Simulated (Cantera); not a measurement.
An isothermal, constant-pressure homogeneous reactor starts with NO : N2 = 1 : 0.11 (molar parts), at 1825 K and 18.8 Torr. Integrator tolerance rtol = 1e-08.

Computed with Cantera and GRI-Mech 3.0 (53 species, 325 reactions). Radical loss at walls, strong at low pressure, is not modelled.

Task: What does this change do: 0.062 parts H2O added?

Result: 
```csv
quantity,before,after
x(NO) at 20.0 s,0.621 (gas-phase equilibrium 0.00552),0.580 (gas-phase equilibrium 0.00522)
x(N2) at 20.0 s,0.239 (gas-phase equilibrium 0.547),0.230 (gas-phase equilibrium 0.517)
x(O2) at 20.0 s,0.139 (gas-phase equilibrium 0.447),0.136 (gas-phase equilibrium 0.423)
x(N2O) at 20.0 s,0.000111 (gas-phase equilibrium 4.16e-8),6.27e-5 (gas-phase equilibrium 3.83e-8)
x(NO2) at 20.0 s,0.000183 (gas-phase equilibrium 3.03e-6),0.000171 (gas-phase equilibrium 2.79e-6)
x(O) at 20.0 s,0.000394 (gas-phase equilibrium 0.000654),0.000375 (gas-phase equilibrium 0.000636)
```
